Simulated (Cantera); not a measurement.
Standard-state values (1 bar) from the NASA 1993 polynomials, evaluated with Cantera. Values are per mole of reaction as written; species without (g) are pure solids or liquids, kept so even where they would boil at 1 bar.

3 V2O4 + 4 NH3(g) ⇌ 6 V + 2 N2(g) + 12 OH(g), with ΔH° = 4937.6 kJ and ΔS° = 1680.5 J/K at 300 K.

Q: How far is the shortcut ΔG° ≈ ΔH°(300 K) − T·ΔS°(300 K) from the full temperature-dependent value at 1975, 2050, 2125, 2200, 2275 K?

A: 
```json
[
 {"T (K)": "1975", "shortcut (kJ)": "1618.6", "full (kJ)": "1849.8", "difference (kJ)": "-231.2", "difference in log10 K": "6.11", "condensed phases": "V2O4(l), V(s)"},
 {"T (K)": "2050", "shortcut (kJ)": "1492.6", "full (kJ)": "1752.1", "difference (kJ)": "-259.5", "difference in log10 K": "6.61", "condensed phases": "V2O4(l), V(s)"},
 {"T (K)": "2125", "shortcut (kJ)": "1366.5", "full (kJ)": "1654.9", "difference (kJ)": "-288.3", "difference in log10 K": "7.09", "condensed phases": "V2O4(l), V(s)"},
 {"T (K)": "2200", "shortcut (kJ)": "1240.5", "full (kJ)": "1557.6", "difference (kJ)": "-317.1", "difference in log10 K": "7.53", "condensed phases": "V2O4(l), V(l)"},
 {"T (K)": "2275", "shortcut (kJ)": "1114.5", "full (kJ)": "1456.6", "difference (kJ)": "-342.1", "difference in log10 K": "7.86", "condensed phases": "V2O4(l), V(l)"}
]
```
The shortcut ignores heat capacities and the phase changes listed.
